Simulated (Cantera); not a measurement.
## Ignition delay

Mixture: 4.18 % CH₄, 4.18 % CO, 11.8 % O₂, 79.9 % N₂, equivalence ratio 0.89, at 0.610 bar, adiabatic and at constant pressure. Ignition delay is the time to a rise of 400 K.

Model: GRI-Mech 3.0 (53 species, 325 reactions), integrated in Cantera.

| T0 (K) | delay (ms) |
|---|---|
| 1223 | 88.0 |
| 1273 | 41.1 |
| 1323 | 20.1 |
| 1373 | 10.3 |
| 1423 | 5.58 |
| 1473 | 3.20 |
| 1523 | 1.93 |

```json
{
 "apparent activation energy between 1423 and 1523 K": "190 kJ/mol"
}
```
